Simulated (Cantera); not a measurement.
An adiabatic, constant-pressure homogeneous reactor starts with CO : H₂ : O₂ : N₂ = 1 : 0.8 : 1.14 : 4.28 (molar parts), at 1748 K and 1.00 atm.

Cantera simulation using GRI-Mech 3.0 (53 species, 325 reactions); the numbers are that mechanism's predictions, not measurements.

Question: Predict: time of steepest temperature rise; temperature at 0.200 s; equilibrium temperature; x(CO) at 0.200 s; x(H₂) at 0.200 s; x(O₂) at 0.200 s; x(H₂O) at 0.200 s; x(NO) at 0.200 s; x(OH) at 0.200 s; x(O) at 0.200 s.

Answer: 
| Item | Value |
|---|---|
| time of steepest temperature rise | 9.13 µs |
| temperature at 0.200 s | 2798 K |
| equilibrium temperature | 2798 K |
| x(CO) at 0.200 s | 0.0596 (gas-phase equilibrium 0.0596) |
| x(H₂) at 0.200 s | 0.00906 (gas-phase equilibrium 0.00906) |
| x(O₂) at 0.200 s | 0.0521 (gas-phase equilibrium 0.0521) |
| x(H₂O) at 0.200 s | 0.0956 (gas-phase equilibrium 0.0956) |
| x(NO) at 0.200 s | 0.0165 (gas-phase equilibrium 0.0165) |
| x(OH) at 0.200 s | 0.0229 (gas-phase equilibrium 0.0229) |
| x(O) at 0.200 s | 0.0123 (gas-phase equilibrium 0.0123) |
